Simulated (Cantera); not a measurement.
A Cantera script and what it prints.

```python
import numpy as np
import cantera as ct

gas_names = """
    C CH CH2 CH3 CH2OH CH3O CH4 CH3OH CO CO2 COOH C2 C2H CHCO,ketyl C2H2,acetylene C2H2,vinylidene
    CH2CO,ketene C2H3,vinyl CH3CO,acetyl C2H4 C2H4O,ethylen CH3CHO,ethanal CH3COOH (HCOOH)2 C2H5 C2H6
    CH3OCH3 C2H5OH C2O C3 C3H3,propargyl C3H4,allene C3H4,propyne C3H4,cyclo- C3H5,allyl C3H6,propylene
    C3H6,cyclo- C3H6O C3H7,n-propyl C3H7,i-propyl C3H8 C3H8O,1propanol C3H8O,2propanol C3O2 C4 C4H2
    C4H4,1,3-cyclo- C4H6,butadiene C4H6,2-butyne C4H6,cyclo- C4H8,1-butene C4H8,cis2-buten
    C4H8,tr2-butene C4H8,isobutene C4H8,cyclo- (CH3COOH)2 C4H9,n-butyl C4H9,i-butyl C4H9,s-butyl
    C4H9,t-butyl C4H10,isobutane C4H10,n-butane C5 C5H6,1,3cyclo- C5H8,cyclo- C5H10,1-pentene
    C5H10,cyclo- C5H11,pentyl C5H11,t-pentyl C5H12,n-pentane C5H12,i-pentane CH3C(CH3)2CH3 C6H2
    C6H5,phenyl C6H5O,phenoxy C6H6 C6H5OH,phenol C6H10,cyclo- C6H12,1-hexene C6H12,cyclo- C6H13,n-hexyl
    C7H7,benzyl C7H8 C7H8O,cresol C7H14,1-heptene C7H15,n-heptyl C7H16,n-heptane C8H8,styrene
    C8H10,ethylbenz C8H16,1-octene C8H17,n-octyl C8H18,isooctane C8H18,n-octane C9H19,n-nonyl
    C10H8,naphthale C10H21,n-decyl C12H9,o-bipheny C12H10,bipheny H HCO HO2 H2 HCHO,formaldehy HCOOH H2O
    H2O2 O OH O2 O3 Ti TiO TiO2
""".split()
cond_names = """
    C(gr) C6H6(L) C7H8(L) C8H18(L),n-octa H2O(s) H2O(L) Ti(a) Ti(b) Ti(L) TiC(s) TiC(L) TiO(a) TiO(b)
    TiO(L) TiO2(ru) TiO2(L) Ti2O3(a) Ti2O3(b) Ti2O3(L) Ti3O5(a) Ti3O5(b) Ti3O5(L) Ti4O7(s) Ti4O7(L)
""".split()


def load(file, names, dense=False):
    # The tables refer to 1 bar. Condensed volumes are neglected.
    table = {s.name: s for s in ct.Species.list_from_file(file)}
    out = []
    for n in names:
        d = dict(table[n].input_data)
        d["thermo"] = dict(d["thermo"], **{"reference-pressure": 1e5})
        if dense:
            d["equation-of-state"] = {"model": "constant-volume", "density": "1e6 g/cm^3"}
        out.append(ct.Species.from_dict(d))
    return out


gas = ct.Solution(thermo="ideal-gas", species=load("nasa_gas.yaml", gas_names))
cond = {s.name: ct.Solution(thermo="fixed-stoichiometry", species=[s], name=s.name)
        for s in load("nasa_condensed.yaml", cond_names, dense=True)}
atoms = {
    'Ti': {'Ti': 1},
    'CO2': {'C': 1, 'O': 2},
    'CO': {'C': 1, 'O': 1},
    'H2O': {'H': 2, 'O': 1},
}
top_T = {'C(gr)': 4500}  # K; cautious upper limits of use, not melting points


def equilibrate(T, P, feed):
    n = {}
    for name, mol in feed.items():
        for a, k in atoms[name].items():
            n[a] = n.get(a, 0.0) + k * mol
    gas.TPX = T, P, n
    mass = sum(n.values()) * gas.mean_molecular_weight
    gas.equilibrate("TP")
    valid = [c for c in cond.values() if c.min_temp <= T <= top_T.get(c.name, c.max_temp)]
    mix = ct.Mixture([(gas, mass / gas.mean_molecular_weight)] + [(c, 0.0) for c in valid])
    mix.T, mix.P = T, P
    mix.equilibrate("TP", solver="vcs", rtol=1e-11, max_steps=5000)
    return mix


results = []
T = 1200  # K
P = 1333.22  # Pa
for m in [1.2, 1.8, 2.7, 4, 6, 9, 13, 20, 30, 45, 68]:
    feed = {'Ti': 1, 'CO2': 1.9, 'CO': m, 'H2O': 23}  # mol
    mix = equilibrate(T, P, feed)
    results.append((T, P, feed, dict(zip(mix.species_names, mix.species_moles))))

top = {s: max(r[3][s] / sum(r[3][g] for g in gas_names) for r in results) for s in gas_names}
cols = sorted((s for s in top if top[s] > 0.0001), key=lambda s: -top[s])[:5]
seen = [c for c in cond_names if any(r[3].get(c, 0) > 1e-12 for r in results)]
print("log10 of partial pressures in bar; condensed amounts in mol")
print(f"{'n(CO)':>10s}" + "".join(f"{s[:9]:>10s}" for s in cols + seen))
for T, P, feed, n in results:
    ng = sum(n[g] for g in gas_names)
    print(f"{feed['CO']:10.4g}" + "".join(f"{np.log10(max(n[s] / ng * P / 1e5, 1e-99)):10.3f}" for s in cols)
          + "".join(f"{n.get(c, 0):10.4g}" for c in seen))
```

Output:

```
log10 of partial pressures in bar; condensed amounts in mol
     n(CO)       H2O        CO        H2       CO2  TiO2(ru)
       1.2    -1.985    -3.609    -2.857    -2.874         1
       1.8    -2.004    -3.482    -2.805    -2.819         1
       2.7    -2.031    -3.331    -2.744    -2.756         1
         4    -2.069    -3.165    -2.681    -2.691         1
         6    -2.124    -2.982    -2.618    -2.626         1
         9    -2.200    -2.797    -2.564    -2.570         1
        13    -2.290    -2.635    -2.529    -2.534         1
        20    -2.426    -2.462    -2.511    -2.515         1
        30    -2.588    -2.322    -2.522    -2.526         1
        45    -2.784    -2.206    -2.562    -2.565         1
        68    -3.015    -2.113    -2.632    -2.634         1
```

These are equilibrium values from Cantera (NASA tables, ideal gas, pure condensed phases), not measurements of a reactor. Gases not in the tables: TiO(OH)2.
